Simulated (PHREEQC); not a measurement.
Buffer (model solution)

Dissolve 0.052 mol NaHSO4 and 0.015 mol Na2B4O7 per kg of water at 25 °C. Closed to the air; pH follows from the charge balance.

All values are PHREEQC results (ion-association model, phreeqc.dat), not measurements.

Each row changes one thing in this solution. This is a speciation only: nothing precipitates in the calculation.

```csv
case,pH,ionic strength (mol/kgw),Na+ (mol/kgw),SO4-2 (mol/kgw),HSO4- (mol/kgw),NaSO4- (mol/kgw)
as made,2.10,0.122,0.0773,0.0350,0.0123,0.00471
diluted 100-fold with water,3.69,0.00154,0.000818,0.000509,8.82e-6,1.76e-6
diluted 5-fold with water,2.58,0.0277,0.0160,0.00863,0.00140,0.000373
Na2B4O7 left out,1.66,0.101,0.0497,0.0246,0.0252,0.00227
Na2B4O7 from 0.015 to 0.0075 mol/kgw,1.84,0.111,0.0636,0.0294,0.0193,0.00336
Na2B4O7 replaced by NaCl at the same molality,1.65,0.116,0.0642,0.0246,0.0246,0.00280
```
